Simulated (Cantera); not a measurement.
Feed: 1 mol C₃H₈, 41 mol H₂, at 30000 Pa.

These are equilibrium values from Cantera (NASA tables, ideal gas, pure condensed phases), not measurements of a reactor. Candidate condensed phases: C, C₆H₆, C₇H₈, C₈H₁₈; 76 gas species. Equilibrium is a limit: real reactors are often held back by kinetics, nucleation or transport.

x: gas mole fraction; n: condensed amount in mol.

| T (K) | x H₂ | x H | x C₂H₂ (acetylene) | x CH₄ | x CH₃ | n C(graphite) |
|---|---|---|---|---|---|---|
| 1148 | 0.993 | 1.30e-7 | 3.69e-8 | 0.00704 | 1.73e-8 | 2.69 |
| 1248 | 0.997 | … | … | … | … | 2.85 |
| 1348 | 0.998 | 4.22e-6 | 1.20e-6 | 0.00174 | 1.46e-7 | 2.92 |
| 1448 | 0.999 | 1.68e-5 | 4.75e-6 | 0.000999 | 3.39e-7 | 2.95 |
| 1548 | 0.999 | 5.62e-5 | 1.57e-5 | 0.000615 | 7.02e-7 | 2.97 |
| 1648 | 0.999 | … | … | … | … | 2.98 |
| 1748 | 0.999 | 0.000417 | 0.000113 | 0.000275 | 2.33e-6 | 2.98 |
| 1848 | 0.999 | 0.000967 | 0.000257 | 0.000197 | 3.85e-6 | 2.97 |
| 1948 | 0.997 | 0.00206 | 0.000537 | 0.000146 | 6.01e-6 | 2.94 |
| 2048 | 0.995 | 0.00408 | 0.00104 | 0.000111 | 8.96e-6 | 2.90 |
| 2148 | 0.990 | 0.00757 | 0.00190 | 8.68e-5 | 1.28e-5 | 2.82 |
| 2248 | 0.983 | 0.0133 | 0.00326 | 6.89e-5 | 1.77e-5 | 2.70 |
| 2348 | 0.972 | 0.0222 | 0.00531 | 5.54e-5 | 2.36e-5 | 2.51 |
| 2448 | 0.956 | 0.0355 | 0.00827 | 4.48e-5 | 3.03e-5 | 2.23 |

Question: Complete the blanks.

Answer: 
- 1248, x H: 8.51e-7
- 1248, x C₂H₂ (acetylene): 2.43e-7
- 1248, x CH₄: 0.00332
- 1248, x CH₃: 5.50e-8
- 1648, x H: 0.000163
- 1648, x C₂H₂ (acetylene): 4.47e-5
- 1648, x CH₄: 0.000401
- 1648, x CH₃: 1.33e-6
